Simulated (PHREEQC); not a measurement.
Consider water at 80 °C with 0.00073 mol/kgw Na2SO4. Closed to the air; pH follows from the charge balance.

All values are PHREEQC results (ion-association model, phreeqc.dat), not measurements.

Precipitation was switched off in this run.

Task: Predict the specific conductance.

Result: specific conductance 446 µS/cm.

Species that the database lacks are ignored. Away from 25 °C the constants follow the database's enthalpies or fits; those with neither stay at their 25 °C values.
